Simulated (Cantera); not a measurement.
A perfectly stirred reactor is fed with 13.9 % CH3OH, 18.1 % O2, 68.0 % N2, at 100000 Pa; it is adiabatic with a 473 K inlet, and is followed from long to short residence time, starting on the burning branch (τ in s: 0.036, 0.017, 0.0078, 0.0037, 0.0017, 0.0008, 0.00038, 0.00018, 8.3e-05, 3.9e-05).

Model: GRI-Mech 3.0 (53 species, 325 reactions), integrated in Cantera. GRI-Mech 3.0 was tuned for natural gas; its chemistry of methanol as a main component is partial and can be far from experiment.

x: mole fraction; the columns are a selection and need not sum to one.

```tsv
τ (s)	T (K)	x CH3OH	x O2	x CH2CO	x H2O	x CH2O
0.036	2245	1.85e-6	0.00217	9.60e-10	0.230	1.89e-6
0.017	2222	3.18e-6	0.00314	(withheld)	0.228	3.19e-6
0.0078	2187	5.49e-6	0.00454	(withheld)	0.225	5.42e-6
0.0037	2146	9.30e-6	0.00622	(withheld)	0.221	8.99e-6
0.0017	2095	1.65e-5	0.00826	(withheld)	0.217	1.55e-5
0.00080	2043	3.00e-5	0.0104	(withheld)	0.213	2.72e-5
0.00038	1991	5.70e-5	0.0128	(withheld)	0.209	4.97e-5
0.00018	1940	0.000117	0.0158	(withheld)	0.206	9.87e-5
8.3e-5	1878	0.000288	0.0213	(withheld)	0.204	0.000234
3.9e-5	473	0.139	0.181	<1e-12	<1e-12	<1e-12
```

Task: Fill in the missing entries.

Result: 
- 0.017, x CH2CO: 1.41e-9
- 0.0078, x CH2CO: 2.28e-9
- 0.0037, x CH2CO: 4.01e-9
- 0.0017, x CH2CO: 8.17e-9
- 0.00080, x CH2CO: 1.84e-8
- 0.00038, x CH2CO: 4.77e-8
- 0.00018, x CH2CO: 1.50e-7
- 8.3e-5, x CH2CO: 6.67e-7
